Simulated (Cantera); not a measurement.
Premixed flame

A freely propagating, adiabatic, planar premixed flame of 18.5 % H2, 17.1 % O2, 64.4 % N2, unburnt at 500 K and 280000 Pa; multicomponent transport, grid criteria slope 0.08 and curve 0.16, no radiation.

Cantera simulation using the H2/O2 subset of GRI-Mech 3.0, which has no nitrogen chemistry; the numbers are that mechanism's predictions, not measurements. The hydrogen kinetics of GRI-Mech 3.0 are dated; newer H2 mechanisms differ, most at raised pressure. Burning velocities carry a grid error of a few per cent, more on coarse grids. Lean hydrogen flames are cellular in practice and burn faster than this planar one.

| z (mm) | T (K) | u (m/s) | x H2 | x O2 | x O | x OH | x HO2 | x H2O |
|---|---|---|---|---|---|---|---|---|
| -0.382 | 500 | 1.36 | 0.183 | 0.172 | <1e-8 | <1e-8 | 6.12e-8 | 8.11e-6 |
| -0.255 | 501 | 1.36 | 0.180 | 0.172 | <1e-8 | <1e-8 | 5.62e-7 | 6.36e-5 |
| -0.191 | 503 | 1.36 | 0.174 | 0.173 | <1e-8 | <1e-8 | 2.58e-6 | 0.000252 |
| -0.127 | 519 | 1.38 | 0.158 | 0.176 | 1.33e-7 | 1.24e-8 | 2.87e-5 | 0.00204 |
| -0.0637 | 687 | 1.76 | 0.112 | 0.175 | 1.71e-5 | 4.97e-5 | 0.000469 | 0.0242 |
| -0.0318 | 979 | 2.46 | 0.0757 | 0.159 | 0.000340 | 0.000543 | 0.000435 | 0.0655 |
| 0 | 1294 | 3.23 | 0.0403 | 0.131 | 0.00195 | 0.00205 | 0.000245 | 0.118 |
| 0.0318 | 1507 | 3.75 | 0.0178 | 0.108 | 0.00373 | 0.00443 | 0.000149 | 0.157 |
| 0.0637 | 1628 | 4.05 | 0.00842 | 0.0969 | 0.00407 | 0.00589 | 9.91e-5 | 0.175 |
| 0.127 | 1740 | 4.32 | 0.00332 | 0.0915 | 0.00281 | 0.00600 | 5.34e-5 | 0.186 |
| 0.255 | 1808 | 4.48 | 0.00122 | 0.0906 | 0.00113 | 0.00428 | 2.16e-5 | 0.192 |
| 0.509 | 1835 | 4.54 | 0.000354 | 0.0908 | 0.000335 | 0.00244 | 6.98e-6 | 0.195 |
| 1.02 | 1844 | 4.56 | 0.000104 | 0.0911 | 0.000104 | 0.00138 | 2.60e-6 | 0.196 |
x: mole fraction of selected species; z is measured from the peak of heat release.

The laminar burning velocity comes out as 137 cm/s and the thermal thickness is 0.127 mm. The peak x(O) comes out as 0.00411, the peak x(OH) is 0.00623 and the peak x(HO2) comes out as 0.000540. The grid points is 108.
